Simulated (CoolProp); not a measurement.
Values from CoolProp's reference Helmholtz-energy equation of state, Lemmon 2006. It is a short technical equation, of lower accuracy than the large ones.

### Question
For carbonyl sulfide, give the phase and the density (kg/m³), cv (kJ/(kg K)), Joule-Thomson coefficient (K/MPa), isothermal compressibility (1/MPa) at 260.4 K and 5750 kPa; 412.9 K and 5750 kPa.

### Answer
- 260.4 K and 5750 kPa: liquid; density 1100, cv 0.703, Joule-Thomson coefficient -0.341, isothermal compressibility 0.00197
- 412.9 K and 5750 kPa: gas; density 140, cv 0.705, Joule-Thomson coefficient 10.5, isothermal compressibility 0.259
